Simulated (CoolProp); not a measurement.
Aqueous propylene glycol as a coolant, 29 % by mass, freezing at -12.2 °C, 1 atm.

Model: Melinder's fits for secondary coolants, in CoolProp.

| T (°C) | cp (kJ/(kg K)) | viscosity (mPa s) | Prandtl number | conductivity (W/(m K)) |
|---|---|---|---|---|
| -8.2 | 3.795 | 10.5 | ___ | 0.426 |
| -1.9 | ___ | 7.45 | 65.9 | 0.431 |
| 4.5 | 3.829 | 5.43 | 47.7 | 0.436 |
| 10.9 | 3.846 | 4.08 | 35.6 | 0.442 |
| 17.3 | 3.863 | 3.16 | 27.3 | 0.447 |
| 23.7 | 3.880 | 2.50 | ___ | 0.452 |
| 30 | 3.897 | 2.03 | 17.3 | ___ |

Q: Complete the blanks.

A: 
- -8.2, Prandtl number: 93.3
- -1.9, cp (kJ/(kg K)): 3.812
- 23.7, Prandtl number: 21.5
- 30, conductivity (W/(m K)): 0.457
